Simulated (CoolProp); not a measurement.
The numbers come from the reference Helmholtz-energy equation of state, Lemmon 2006 in CoolProp. It is a short technical equation, of lower accuracy than the large ones.

For nitrous oxide, give the phase and the cp (kJ/(kg K)), Joule-Thomson coefficient (K/MPa) at 410.1 K and 2430 kPa.


- 410.1 K and 2430 kPa: gas; cp 1.04, Joule-Thomson coefficient 5.23
